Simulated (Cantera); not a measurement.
## Equilibrium for boron, boron nitride and boron oxide: B2H6 + N2 + H2 + O2

Charge: 1 mol B2H6, 0.89 mol N2, 0.33 mol H2, 5.7 mol O2, equilibrated at 10.0 mbar.

Equilibrium computed with Cantera from the NASA thermochemical tables; the gas is ideal and each condensed phase is pure. Candidate condensed phases: B, BN, B2O3, B3O3H3, H2O; 39 gas species. The feed counts by its element totals alone. Gases not in the tables: H3BO3. Equilibrium is a limit: real reactors are often held back by kinetics, nucleation or transport.

| T (°C) | x H2O | x O2 | x HBO2 | x N2 | x OH | x BO2 | x B2O3 | x O | n B2O3(l) |
|---|---|---|---|---|---|---|---|---|---|
| 875 | 0.490 | 0.375 | 0.00268 | 0.132 | 1.16e-5 | 8.16e-8 | 1.55e-7 | 4.86e-8 | 0.986 |
| 975 | 0.484 | 0.373 | 0.0112 | 0.131 | 4.50e-5 | 1.32e-6 | 4.15e-6 | 4.07e-7 | 0.959 |
| 1075 | 0.465 | 0.368 | 0.0366 | 0.129 | 0.000141 | 1.39e-5 | 6.68e-5 | 2.48e-6 | 0.871 |
| 1175 | 0.419 | 0.356 | 0.0974 | 0.125 | 0.000362 | 0.000104 | 0.000719 | 1.16e-5 | 0.647 |
| 1275 | 0.332 | 0.333 | 0.211 | 0.117 | 0.000758 | 0.000592 | 0.00561 | 4.40e-5 | 0.153 |
| 1375 | 0.310 | 0.325 | 0.237 | 0.114 | 0.00157 | 0.00147 | 0.00968 | 0.000144 | 0 |
| 1475 | 0.311 | 0.324 | 0.232 | 0.114 | 0.00310 | 0.00281 | 0.0115 | 0.000417 | 0 |
| 1575 | 0.312 | 0.322 | 0.226 | 0.113 | 0.00568 | 0.00499 | 0.0132 | 0.00107 | 0 |
| 1675 | 0.311 | 0.318 | 0.218 | 0.112 | 0.00975 | 0.00828 | 0.0147 | 0.00250 | 0 |
| 1775 | 0.309 | 0.313 | 0.210 | 0.111 | 0.0158 | 0.0130 | 0.0160 | 0.00536 | 0 |
| 1875 | 0.303 | 0.304 | 0.199 | 0.110 | 0.0243 | 0.0192 | 0.0170 | 0.0106 | 0 |
x: gas mole fraction; n: condensed amount in mol.

From 875 °C to 1275 °C the condensed part is B2O3(l). From 1375 °C to 1875 °C nothing is condensed.
